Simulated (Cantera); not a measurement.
A Cantera script and what it prints.

```python
import numpy as np
import cantera as ct

gas_names = [...]  # 110 gases of nasa_gas.yaml made of C, H, O
cond_names = """
    C(gr) C6H6(L) C7H8(L) C8H18(L),n-octa H2O(s) H2O(L)
""".split()


# ... load() reads the species with a 1 bar reference pressure and builds the phases ...
atoms = {
    'C2H4': {'C': 2, 'H': 4},
    'CO2': {'C': 1, 'O': 2},
    'H2': {'H': 2},
}
top_T = {'C(gr)': 4500}  # K; cautious upper limits of use, not melting points


# ... equilibrate(T, P, feed) seeds the gas with the atoms and calls Mixture.equilibrate('TP', solver="vcs", rtol=1e-11, max_steps=5000) ...
results = []
T = 2275  # K
P = 64000  # Pa
for m in [0.62, 0.74, 0.89, 1.1, 1.3, 1.6, 1.9, 2.2, 2.7, 3.2, 3.9]:
    feed = {'C2H4': 1, 'CO2': m, 'H2': 1.4}  # mol
    mix = equilibrate(T, P, feed)
    results.append((T, P, feed, dict(zip(mix.species_names, mix.species_moles))))

top = {s: max(r[3][s] / sum(r[3][g] for g in gas_names) for r in results) for s in gas_names}
cols = sorted((s for s in top if top[s] > 0.001), key=lambda s: -top[s])[:6]
seen = [c for c in cond_names if any(r[3].get(c, 0) > 1e-12 for r in results)]
print("log10 of partial pressures in bar; condensed amounts in mol")
print(f"{'n(CO2)':>10s}" + "".join(f"{s[:9]:>10s}" for s in cols + seen))
for T, P, feed, n in results:
    ng = sum(n[g] for g in gas_names)
    print(f"{feed['CO2']:10.4g}" + "".join(f"{np.log10(max(n[s] / ng * P / 1e5, 1e-99)):10.3f}" for s in cols)
          + "".join(f"{n.get(c, 0):10.4g}" for c in seen))
```

Output:

```
log10 of partial pressures in bar; condensed amounts in mol
    n(CO2)        H2        CO       H2O       CO2         H C2H2,acet     C(gr)
      0.62    -0.335    -0.769    -5.450    -6.626    -2.239    -2.754     1.354
      0.74    -0.357    -0.714    -5.417    -6.516    -2.250    -2.776     1.234
      0.89    -0.383    -0.660    -5.389    -6.408    -2.263    -2.802     1.084
       1.1    -0.417    -0.601    -5.365    -6.291    -2.280    -2.836    0.8739
       1.3    -0.447    -0.559    -5.352    -6.206    -2.295    -2.866     0.674
       1.6    -0.488    -0.510    -5.345    -6.108    -2.315    -2.908     0.374
       1.9    -0.526    -0.473    -5.346    -6.035    -2.334    -2.946   0.07405
       2.2    -0.569    -0.457    -1.868    -2.497    -2.356    -9.999         0
       2.7    -0.652    -0.446    -1.370    -1.907    -2.397   -11.219         0
       3.2    -0.733    -0.441    -1.183    -1.633    -2.438   -11.826         0
       3.9    -0.846    -0.439    -1.051    -1.386    -2.494   -12.426         0
```

These are equilibrium values from Cantera (NASA tables, ideal gas, pure condensed phases), not measurements of a reactor.
